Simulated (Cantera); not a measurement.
Feed: 1 mol AlN, 8.7 mol N₂, held at 2000 °C.

These are equilibrium values from Cantera (NASA tables, ideal gas, pure condensed phases), not measurements of a reactor. Candidate condensed phases: Al, AlN; 5 gas species. Equilibrium is a limit: real reactors are often held back by kinetics, nucleation or transport.

**Question.** Which condensed phases are stable at each of these points (P (Pa)): 1, 7.20, 52, 370, 2700, 19000, 140000, 1000000?

**Answer.** 
```json
[
 {"P (Pa)": "1", "condensed phases": "gas only", "Al condensed (%)": "0.0"},
 {"P (Pa)": "7.20", "condensed phases": "gas only", "Al condensed (%)": "0.0"},
 {"P (Pa)": "52", "condensed phases": "gas only", "Al condensed (%)": "0.0"},
 {"P (Pa)": "370", "condensed phases": "gas only", "Al condensed (%)": "0.0"},
 {"P (Pa)": "2700", "condensed phases": "gas only", "Al condensed (%)": "0.0"},
 {"P (Pa)": "19000", "condensed phases": "AlN(s)", "Al condensed (%)": "78.7"},
 {"P (Pa)": "140000", "condensed phases": "AlN(s)", "Al condensed (%)": "99.0"},
 {"P (Pa)": "1000000", "condensed phases": "AlN(s)", "Al condensed (%)": "99.9"}
]
```

From 1.00 Pa to 2700 Pa nothing is condensed. From 19000 Pa to 1000000 Pa the condensed part is AlN(s).
